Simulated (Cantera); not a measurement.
Input: 1 mol BF3, 140 mol H2, at 1798 K and 1.00 bar.

Equilibrium computed with Cantera from the NASA thermochemical tables; the gas is ideal and each condensed phase is pure. Candidate condensed phases: B; 20 gas species. The tables' values for BF2, BH2 are old estimates; treat these amounts as uncertain. Kinetics and transport are ignored.

Base state: H2 0.988, HF 0.00465, BF3 0.00297, BHF2 0.00242, BF2 0.00117, BF 0.000500, H 0.000350, BH2 1.87e-5 (mole fractions); condensed: gas only.

**Question.** What changes in the equilibrium state with this change: temperature from 1798 K to 1300 K?

**Answer.** 
```json
[
 {"species": "H2", "before": "0.988", "after": "0.992"},
 {"species": "BF3", "before": "0.00297", "after": "0.00608"},
 {"species": "HF", "before": "0.00465", "after": "0.00102"},
 {"species": "BF", "before": "0.000500", "after": "1.40e-7"},
 {"species": "BH2", "before": "1.87e-5", "after": "8.35e-9"},
 {"species": "H", "before": "0.000350", "after": "1.10e-6"}
]
```
The tables' values for BF2 are old estimates; treat these amounts as uncertain.
